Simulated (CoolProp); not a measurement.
Properties of sulfur hexafluoride along the isotherm 66.95 °C.

Values from CoolProp's reference Helmholtz-energy equation of state, Guder 2009.

```csv
p (bar),phase,cp (kJ/(kg K)),speed of sound (m/s),Joule-Thomson coefficient (K/MPa),isothermal compressibility (1/MPa),Prandtl number
18.8,gas,0.8068,127.1,7.653,0.6354,0.825
37.5,gas,1.069,104.8,[?],0.4569,1.03
56.3,supercritical,2.264,[?],6.835,0.4193,[?]
75.1,supercritical,1.438,152.7,2.264,[?],2.24
93.9,supercritical,1.233,194.6,1.226,0.03800,2.15
113,supercritical,1.146,227.4,0.7760,0.02460,2.13
131,supercritical,1.099,253.1,[?],0.01840,2.14
150,supercritical,1.066,276.7,0.3683,0.01453,2.17
169,supercritical,1.043,297.6,0.2512,[?],2.19
188,supercritical,1.025,316.6,0.1639,0.01022,2.22
```

Question: Complete the blanks.

Answer: 
- 37.5, Joule-Thomson coefficient (K/MPa): 9.464
- 56.3, speed of sound (m/s): 96.51
- 56.3, Prandtl number: 2.54
- 75.1, isothermal compressibility (1/MPa): 0.07853
- 131, Joule-Thomson coefficient (K/MPa): 0.5349
- 169, isothermal compressibility (1/MPa): 0.01200

The peak of cp marks the crossing from liquid-like to gas-like fluid above the critical point.

Viscosity comes from a separate model (Quiñones-Cisneros 2012). Thermal conductivity comes from a separate model (Assael 2012).
